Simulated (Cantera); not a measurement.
Input (Python, Cantera):

```python
import numpy as np
import cantera as ct

gas = ct.Solution("gri30.yaml")
gas.TPX = 550, 31000, {'CO': 1, 'H2': 1, 'CH4': 0.15, 'O2': 2.31, 'N2': 8.7}
inlet = ct.Reservoir(gas, clone=True)
gas.equilibrate("HP")  # start burning
reactor = ct.IdealGasConstPressureReactor(gas, energy="on", clone=False)
exhaust = ct.Reservoir(gas, clone=True)
tau = [0.15, 0.064, 0.028, 0.012, 0.0052, 0.0023, 0.00099, 0.00043, 0.00019, 8.1e-05][0]
for a, b in ((inlet, reactor), (reactor, exhaust)):
    ct.MassFlowController(a, b, mdot=lambda t: reactor.mass / tau)
net = ct.ReactorNet([reactor])
show = ['CO', 'H2', 'CH4', 'H', 'NO', 'OH']

rows = []
print(f"{'tau/s':>10s}{'T/K':>9s}" + "".join(f"{s:>11s}" for s in show))
for tau in [0.15, 0.064, 0.028, 0.012, 0.0052, 0.0023, 0.00099, 0.00043, 0.00019, 8.1e-05]:
    net.initial_time = 0.0
    net.advance(30 * tau)
    before = gas.X
    net.advance(40 * tau)
    drift = np.max(np.abs(gas.X - before) / (gas.X + 1e-9))
    rows.append([gas.T, *gas[show].X, drift])
    print(f"{tau:10.3e}{gas.T:9.1f}" + "".join(f"{x:11.3e}" for x in gas[show].X))
```

Result:

```
     tau/s      T/K         CO         H2        CH4          H         NO         OH
 1.500e-01   1943.5  2.566e-03  6.309e-04  1.014e-06  2.519e-04  1.948e-04  3.761e-03
 6.400e-02   1918.8  4.136e-03  1.038e-03  1.730e-06  5.481e-04  1.190e-04  4.687e-03
 2.800e-02   1882.1  6.379e-03  1.652e-03  2.930e-06  1.153e-03  6.998e-05  5.659e-03
 1.200e-02   1828.1  9.440e-03  2.551e-03  5.193e-06  2.367e-03  4.181e-05  6.568e-03
 5.200e-03   1756.0  1.312e-02  3.704e-03  9.658e-06  4.528e-03  2.967e-05  7.162e-03
 2.300e-03   1666.0  1.734e-02  5.010e-03  1.923e-05  7.905e-03  2.424e-05  7.232e-03
 9.900e-04   1550.6  2.333e-02  6.434e-03  4.503e-05  1.264e-02  1.824e-05  6.596e-03
 4.300e-04   1406.5  3.498e-02  8.263e-03  1.367e-04  1.683e-02  9.651e-06  5.187e-03
 1.900e-04   1194.1  5.990e-02  1.767e-02  8.919e-04  1.438e-02  1.573e-06  2.904e-03
 8.100e-05    550.0  7.599e-02  7.599e-02  1.140e-02  6.170e-20  1.380e-20  2.258e-20
```

Computed with Cantera and GRI-Mech 3.0 (53 species, 325 reactions).
